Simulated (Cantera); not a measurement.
A perfectly stirred reactor is fed with C2H6 : N2 = 1 : 11 (molar parts), at 13300 Pa; it is held at 1725 K, and followed from long to short residence time.

Cantera simulation using GRI-Mech 3.0 (53 species, 325 reactions); the numbers are that mechanism's predictions, not measurements. GRI-Mech 3.0 stops at C3 and has no aromatics, soot or wall deposition, so with more carbon than oxygen in the feed, carbon stays in small species such as C2H2 where larger ones or solid carbon would form.

Task: What does this change do: pressure from 13300 Pa to 101000 Pa?

Result: 
| quantity | before | after |
|---|---|---|
| x(C2H6) at τ = 0.930 s | 1.05e-5 | 5.52e-6 |
| x(HCN) at τ = 0.930 s | 3.49e-5 | 4.68e-6 |
| x(C2H) at τ = 0.930 s | 9.36e-7 | 2.41e-7 |
| x(CH4) at τ = 0.930 s | 0.00558 | 0.00719 |
| x(H) at τ = 0.930 s | 0.000292 | 7.50e-5 |
| x(C2H6) at τ = 15.0 ms | 0.000431 | 0.000215 |
| x(HCN) at τ = 15.0 ms | 1.16e-5 | 1.95e-6 |
| x(C2H) at τ = 15.0 ms | 1.77e-6 | 4.53e-7 |
| x(CH4) at τ = 15.0 ms | 0.0175 | 0.0205 |
| x(H) at τ = 15.0 ms | 0.000530 | 0.000134 |

Task: What does this change do: pressure from 13300 Pa to 87000 Pa?

Result: 
```json
[
 {"quantity": "x(C2H6) at τ = 0.930 s", "before": "1.05e-5", "after": "5.78e-6"},
 {"quantity": "x(HCN) at τ = 0.930 s", "before": "3.49e-5", "after": "5.34e-6"},
 {"quantity": "x(C2H) at τ = 0.930 s", "before": "9.36e-7", "after": "2.64e-7"},
 {"quantity": "x(CH4) at τ = 0.930 s", "before": "0.00558", "after": "0.00714"},
 {"quantity": "x(H) at τ = 0.930 s", "before": "0.000292", "after": "8.22e-5"},
 {"quantity": "x(C2H6) at τ = 15.0 ms", "before": "0.000431", "after": "0.000224"},
 {"quantity": "x(HCN) at τ = 15.0 ms", "before": "1.16e-5", "after": "2.32e-6"},
 {"quantity": "x(C2H) at τ = 15.0 ms", "before": "1.77e-6", "after": "5.11e-7"},
 {"quantity": "x(CH4) at τ = 15.0 ms", "before": "0.0175", "after": "0.0199"},
 {"quantity": "x(H) at τ = 15.0 ms", "before": "0.000530", "after": "0.000151"}
]
```
